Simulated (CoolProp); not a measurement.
Vapour-liquid equilibrium of R13 (1) + isobutane (2) at 0.399 MPa; x and y are mole fractions of (1).

Model: multi-fluid Helmholtz-energy mixture model, Platzer 1990 and Bücker 2006; pair parameters Bell 2016, in CoolProp. This equation is an older, rougher fit; its heat capacities, sound speeds and derivatives of the liquid may be far off and weren't checked against measurements.

| x | bubble temperature (°C) | y at the bubble point | dew temperature at overall composition x (°C) | liquid density (mol/L) |
|---|---|---|---|---|
| 0.05 | 12.7 | 0.397 | 27.6 | 9.797 |
| 0.125 | -5.5 | 0.688 | 24.8 | 10.29 |
| 0.2 | -17.2 | 0.811 | 21.7 | 10.67 |
| 0.275 | -25.0 | 0.871 | 18.5 | 10.98 |
| 0.35 | -30.4 | 0.905 | 15.0 | 11.24 |
| 0.425 | -34.4 | 0.927 | 11.2 | 11.49 |
| 0.5 | -37.5 | 0.942 | 7.1 | 11.73 |
| 0.575 | -40.0 | 0.953 | 2.6 | 11.96 |
| 0.65 | -42.3 | 0.962 | -2.6 | 12.19 |
| 0.725 | -44.3 | 0.971 | -8.6 | 12.43 |
| 0.8 | -46.2 | 0.979 | -16.0 | 12.67 |
| 0.875 | -48.1 | 0.986 | -25.5 | 12.92 |
| 0.95 | -50.0 | 0.994 | -39.3 | 13.19 |

No azeotrope shows between x = 0.05 and 0.95.

Pair parameters are fitted to limited data, so mixtures are less certain than the pure fluids.
